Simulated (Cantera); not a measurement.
Input: 1 mol Si3H8, 0.13 mol Cl2, 15 mol H2, held at 14000 Pa.

Cantera equilibrium calculation (NASA polynomials, part measured and part estimated; ideal gas, pure solids and liquids). Candidate condensed phases: Si; 19 gas species. The feed counts by its element totals alone. Kinetics and transport are ignored.

Over these rows the condensed part is Si(s). Partial pressures as log10 of bar:

```
T (K)  1000/T (1/K)  log p SiCl4  log p H2  log p HCl
-----  ------------  -----------  --------  ---------
1250         0.8000        -5.58     -0.86      -2.76
1300         0.7692        -6.01     -0.86      -2.76
1350         0.7407            ?     -0.86      -2.75
1400         0.7143        -6.81     -0.86      -2.75
1450         0.6897        -7.17     -0.86      -2.75
1500         0.6667        -7.50     -0.86      -2.76
```

Question: Fit log p(SiCl4) = a + b·(1000/T) to the five rows, give the apparent enthalpy, and predict the row at 1350 K.

Answer: Means: 1000/T = 0.7280, log p = -6.614. Sxy = 0.177625, Sxx = 0.0122937, so b = 14.45 and a = -6.614 − (14.45)×0.7280 = -17.13.
Apparent enthalpy: −19.145 × (14.45) = -277 kJ/mol. With the condensed phases at unit activity, Si(s) + 4 HCl(g) = SiCl4(g) + 2 H2(g) links this pressure to the main gases: over the six rows their terms move log p by +0.00 in all, so the slope is close to that reaction's ΔH°. The five rows lie within 0.01 of the line.
Prediction at 1350 K: -17.13 + (14.45)×0.7407 = -6.43. The computed value is -6.42, 0.01 from the line.
